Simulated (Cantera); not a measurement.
A closed system holds: 1 mol Cu₂O, 9.6 mol H₂, 48 mol N₂, at 13300 Pa.

Cantera equilibrium calculation (NASA polynomials, part measured and part estimated; ideal gas, pure solids and liquids). Candidate condensed phases: Cu, CuO, Cu(OH)₂, Cu₂O, H₂O; 27 gas species. Equilibrium is a limit: real reactors are often held back by kinetics, nucleation or transport.

log p: log10 of the partial pressure in bar; n: condensed amount in mol.

| T (K) | log p N₂ | log p H₂ | log p Cu | log p H₂O | log p H | log p Cu₂ | n Cu(l) |
|---|---|---|---|---|---|---|---|
| 1848 | -0.96 | -1.71 | -3.03 | -2.64 | -4.13 | -5.66 | … |
| 1898 | -0.96 | -1.71 | -2.80 | -2.64 | -3.96 | -5.34 | … |
| 1948 | -0.96 | -1.71 | -2.58 | -2.64 | -3.80 | -5.04 | … |
| 1998 | -0.97 | -1.72 | -2.37 | -2.65 | -3.65 | -4.76 | … |
| 2048 | -0.97 | -1.72 | -2.35 | -2.65 | -3.51 | -4.84 | 0 |
| 2098 | -0.97 | -1.72 | -2.35 | -2.65 | -3.37 | -4.96 | 0 |
| 2148 | -0.97 | -1.72 | -2.35 | -2.65 | -3.24 | -5.07 | 0 |
| 2198 | -0.97 | -1.73 | -2.35 | -2.65 | -3.12 | -5.18 | 0 |

Fill in the missing entries.


- 1848, n Cu(l): 1.59
- 1898, n Cu(l): 1.30
- 1948, n Cu(l): 0.837
- 1998, n Cu(l): 0.0968
